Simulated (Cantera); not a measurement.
A freely propagating, adiabatic, planar premixed flame of H2 : O2 : N2 = 1 : 0.943 : 3.55 (molar parts), unburnt at 325 K and 210 Torr; mixture-averaged transport, grid criteria slope 0.08 and curve 0.16, no radiation.

Model: the H2/O2 subset of GRI-Mech 3.0, which has no nitrogen chemistry, integrated in Cantera. Burning velocities carry a grid error of a few per cent, more on coarse grids. Lean hydrogen flames are cellular in practice and burn faster than this planar one.

### Question
What does this change do: 0.48 parts H2O added?

### Answer
```json
[
 {"quantity": "laminar burning velocity", "before": "88.4 cm/s", "after": "55.1 cm/s"},
 {"quantity": "thermal thickness", "before": "1.75 mm", "after": "1.84 mm"},
 {"quantity": "peak x(H)", "before": "0.0121", "after": "0.00568"},
 {"quantity": "peak x(OH)", "before": "0.00587", "after": "0.00411"},
 {"quantity": "peak x(HO2)", "before": "0.000178", "after": "0.000187"},
 {"quantity": "peak x(H2O2)", "before": "4.56e-5", "after": "5.23e-5"}
]
```
